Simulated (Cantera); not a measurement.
Input: 1 mol CO₂, 0.11 mol H₂, 1.3 mol N₂, equilibrated at 2052 °C.

Equilibrium computed with Cantera from the NASA thermochemical tables; the gas is ideal and each condensed phase is pure. Candidate condensed phases: C, C₆H₆, C₇H₈, C₈H₁₈, H₂O; 136 gas species. The ideal-gas law is rough above about 30 bar. Equilibrium is a limit: real reactors are often held back by kinetics, nucleation or transport.

log p: log10 of the partial pressure in bar; nothing condenses.

```tsv
P (Pa)	log p N₂	log p CO₂	log p CO	log p O	log p O₂	log p H	log p H₂O	log p OH
10	-4.38	-5.32	-4.57	-4.86	-5.24	-5.28	-6.64	-6.06
120	?	?	?	?	?	?	?	?
1400	-2.15	-2.46	-2.71	-3.86	-3.24	-4.13	-3.34	-3.91
17000	-1.05	-1.26	-1.85	-3.52	-2.55	-3.71	-2.17	-3.15
210000	?	?	?	?	?	?	?	?
2500000	1.13	0.96	0.06	-3.21	-1.94	-2.76	0.04	-1.89
30000000	2.21	2.05	1.13	-3.19	-1.90	-2.23	1.13	-1.34
```

**Question.** Complete the blanks.

**Answer.** 
- 210000, log p N₂: 0.05
- 210000, log p CO₂: -0.12
- 210000, log p CO: -0.94
- 210000, log p O: -3.29
- 210000, log p O₂: -2.10
- 210000, log p H: -3.27
- 210000, log p H₂O: -1.04
- 210000, log p OH: -2.47
- 120, log p N₂: -3.25
- 120, log p CO₂: -3.76
- 120, log p CO: -3.59
- 120, log p O: -4.29
- 120, log p O₂: -4.09
- 120, log p H: -4.59
- 120, log p H₂O: -4.68
- 120, log p OH: -4.79
